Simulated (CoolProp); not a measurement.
R1123 along the isotherm -54.65 °C: Z from the reference equation and from simpler models built on Tc = 58.6 °C, pc = 45.49 bar, ω = 0.243; each cubic takes its own stable root.

Values from CoolProp's reference Helmholtz-energy equation of state, Akasaka 2020.

```json
[
 {"p (bar)": "0.36", "phase": "gas", "reference": "0.9887"},
 {"p (bar)": "0.56", "phase": "gas", "reference": "0.9823"},
 {"p (bar)": "0.872", "phase": "gas", "reference": "0.9721"},
 {"p (bar)": "1.36", "phase": "gas", "reference": "0.9557"},
 {"p (bar)": "2.11", "phase": "liquid", "reference": "0.007196"},
 {"p (bar)": "3.29", "phase": "liquid", "reference": "0.01122"},
 {"p (bar)": "5.12", "phase": "liquid", "reference": "0.01745"},
 {"p (bar)": "7.98", "phase": "liquid", "reference": "0.02718"},
 {"p (bar)": "12.4", "phase": "liquid", "reference": "0.04220"},
 {"p (bar)": "19.3", "phase": "liquid", "reference": "0.06560"},
 {"p (bar)": "30.1", "phase": "liquid", "reference": "0.1021"},
 {"p (bar)": "46.9", "phase": "liquid", "reference": "0.1586"},
 {"p (bar)": "73", "phase": "liquid", "reference": "0.2458"},
 {"p (bar)": "114", "phase": "liquid", "reference": "0.3813"}
]
```

How far does each simpler model (van der Waals, Redlich-Kwong, Soave-Redlich-Kwong, Peng-Robinson) lie from the reference over these 14 states: mean and median of the absolute difference, and the worst?


- van der Waals: mean 1933.8 %, median 63.2 %, worst +13274.1 % at -54.65 °C and 2.11 bar
- Redlich-Kwong: mean 941.7 %, median 12.7 %, worst +13065.6 % at -54.65 °C and 2.11 bar
- Soave-Redlich-Kwong: mean 6.8 %, median 9.3 %, worst +9.7 % at -54.65 °C and 2.11 bar
- Peng-Robinson: mean 2.3 %, median 3.0 %, worst -3.5 % at -54.65 °C and 114 bar

At some of these states van der Waals, Redlich-Kwong gives the other phase, because its saturation line lies elsewhere.
